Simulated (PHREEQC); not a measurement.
0.28 g of hydrous ferric oxide (600 m²/g; 0.2 weak and 0.005 strong sites per Fe, Dzombak-Morel constants, diffuse double layer) in 1 kg of water with 0.005 mol/kgw of an inert sodium salt and 2.8e-06 mol/kgw Na2SO4, at 25 °C; the pH is set by adding NaOH or the inert anion's acid. Oxygen is held at 0.21 atm. The system is closed to CO2. Nothing may precipitate in this run.

The series has 13 steps of pH, from 4 to 10.

Equilibrium calculation in PHREEQC: ion-association model, wateq4f.dat.

Problem. Near which pH is half of the S sorbed, and on which side is more sorbed?

Solution. Near pH 6.7, with more sorbed at lower pH.
